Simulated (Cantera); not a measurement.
Source: NASA polynomial tables (part measured, part estimated), evaluated in Cantera. Values are per mole of reaction as written; species without (g) are pure solids or liquids, kept so even where they would boil at 1 bar.

H2(g) + 2 Ta2O5 → 4 TaO2(g) + 2 OH(g)

```csv
T (K),ΔH° (kJ),ΔS° (J/K),ΔG° (kJ),log10 K
1223,…,…,…,…
1248,3274.8,941.4,2100.0,-87.89
1273,…,…,…,…
1298,3268.9,936.8,2053.0,-82.62
1323,…,…,…,…
1348,3263.0,932.2,2006.3,-77.74
1373,3260.0,930.0,1983.0,-75.44
1398,3256.9,927.9,1959.8,-73.22
1423,3253.9,925.7,1936.6,-71.09
1448,3250.9,923.6,1913.5,-69.03
```

### Question
Some entries are withheld; supply them.

### Answer

- 1223, ΔH° (kJ): 3277.8
- 1223, ΔS° (J/K): 943.8
- 1223, ΔG° (kJ): 2123.5
- 1223, log10 K: -90.70
- 1273, ΔH° (kJ): 3271.9
- 1273, ΔS° (J/K): 939.1
- 1273, ΔG° (kJ): 2076.5
- 1273, log10 K: -85.20
- 1323, ΔH° (kJ): 3266.0
- 1323, ΔS° (J/K): 934.5
- 1323, ΔG° (kJ): 2029.6
- 1323, log10 K: -80.13
